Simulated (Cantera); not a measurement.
Feed: 1 mol Si(CH₃)₄, 2.4 mol CH₄, 2.2 mol H₂, at 900 K and 3.50 mbar.

Method: chemical equilibrium by Gibbs-energy minimisation in Cantera with the NASA 1993 tables (ideal gas, pure condensed phases). Candidate condensed phases: C, C₆H₆, C₇H₈, C₈H₁₈, Si, SiC; 87 gas species. Rates play no part.

Base state: H₂ 0.999, CH₄ 0.00109 (mole fractions); condensed: C(graphite) + SiC(s).

Q: What changes in the equilibrium state with this change: Si(CH₃)₄ replaced by SiF₄?

A: 
```csv
species,before,after
H₂,0.999,0.874
SiF₄,0,0.125
CH₄,0.00109,0.000834
HF,0,0.000197
SiHF₃,0,0.000193
"C(graphite), mol",5.39,2.39
"SiC(s), mol",1.00,0
```
